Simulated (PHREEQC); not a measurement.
0.085 g of hydrous ferric oxide (600 m²/g; 0.2 weak and 0.005 strong sites per Fe, Dzombak-Morel constants, diffuse double layer) in 1 kg of water with 0.05 mol/kgw of an inert sodium salt and 6.3e-06 mol/kgw ZnCl2, 1.1e-06 mol/kgw MgCl2 and 0.0001 mol/kgw Na2SO4, at 25 °C; the pH is set by adding NaOH or the inert anion's acid. O2 is buffered at 0.21 atm. CO2 from the air is kept out. No solid was allowed to form.

The series has 13 steps of pH, from 4 to 12.

The numbers come from PHREEQC with the ion-association model, wateq4f.dat.

Near which pH is half of the Zn sorbed, and on which side is more sorbed?

Near pH 6.4, with more sorbed at higher pH.

Near which pH is half of the Mg sorbed, and on which side is more sorbed?

Near pH 8.5, with more sorbed at higher pH.

Near which pH is half of the S sorbed, and on which side is more sorbed?

Near pH 4.7, with more sorbed at lower pH.
